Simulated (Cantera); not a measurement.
Input (Python, Cantera):

```python
import numpy as np
import cantera as ct

gas = ct.Solution("gri30.yaml")
gas.TPX = 1623, 13332, {'CH4': 1, 'H2': 2}
reactor = ct.IdealGasConstPressureReactor(gas, energy="off", clone=False)
net = ct.ReactorNet([reactor])
net.rtol, net.atol = 1e-08, 1e-18
show = ['CH4', 'H2', 'CH2', 'C2H6', 'C2H2', 'C2H4']
times = np.geomspace(1e-05, 3, 10)

steps = ct.SolutionArray(gas, extra=["t"])
rows = []
print(f"{'t/s':>10s}{'T/K':>9s}{'P/Pa':>11s}" + "".join(f"{s:>11s}" for s in show))
for t in times:
    while net.time < t:
        t_next = net.step()
        steps.append(gas.state, t=t_next)
    rows.append([np.interp(t, steps.t, y) for y in (steps.T, steps.P, *steps(*show).X.T)])
    print(f"{t:10.3e}{rows[-1][0]:9.1f}{rows[-1][1]:11.4g}" + "".join(f"{x:11.3e}" for x in rows[-1][2:]))
rate = np.gradient(steps.T, steps.t)
print("integrator steps:", len(steps.t))
if steps.T.max() > steps.T[0] + 200:
    print(f"time of steepest temperature rise: {steps.t[rate.argmax()]:.4e} s")
gas.TPX = 1623, 13332, {'CH4': 1, 'H2': 2}
gas.equilibrate("TP")
print(f"equilibrium (TP): T = {gas.T:.1f} K  " + "  ".join(f"{s} {gas[s].X[0]:.3e}" for s in show))
```

Output:

```
       t/s      T/K       P/Pa        CH4         H2        CH2       C2H6       C2H2       C2H4
 1.000e-05   1623.0  1.333e+04  3.333e-01  6.667e-01  2.216e-12  5.643e-11  1.244e-15  1.760e-11
 4.060e-05   1623.0  1.333e+04  3.333e-01  6.667e-01  5.414e-11  4.184e-09  7.311e-13  2.161e-09
 1.649e-04   1623.0  1.333e+04  3.332e-01  6.667e-01  9.821e-10  2.707e-07  3.049e-10  1.717e-07
 6.694e-04   1623.0  1.333e+04  3.329e-01  6.667e-01  1.383e-08  1.280e-05  1.447e-07  1.142e-05
 2.718e-03   1623.0  1.333e+04  3.309e-01  6.676e-01  8.031e-08  1.481e-04  5.395e-05  4.530e-04
 1.104e-02   1623.0  1.333e+04  3.191e-01  6.746e-01  1.022e-07  1.939e-04  2.602e-03  2.507e-03
 4.481e-02   1623.0  1.333e+04  2.758e-01  7.017e-01  9.266e-08  1.488e-04  1.885e-02  2.568e-03
 1.820e-01   1623.0  1.333e+04  1.749e-01  7.651e-01  6.946e-08  6.598e-05  5.773e-02  1.583e-03
 7.388e-01   1623.0  1.333e+04  6.383e-02  8.347e-01  3.620e-08  1.100e-05  9.992e-02  1.174e-03
 3.000e+00   1623.0  1.333e+04  1.667e-02  8.642e-01  1.268e-08  1.111e-06  1.176e-01  1.236e-03
integrator steps: 886
equilibrium (TP): T = 1623.0 K  CH4 9.325e-03  H2 8.688e-01  CH2 7.568e-09  C2H6 5.311e-07  C2H2 1.204e-01  C2H4 1.262e-03
```

Computed with Cantera and GRI-Mech 3.0 (53 species, 325 reactions). GRI-Mech 3.0 stops at C3 and has no aromatics, soot or wall deposition, so with more carbon than oxygen in the feed, carbon stays in small species such as C2H2 where larger ones or solid carbon would form.
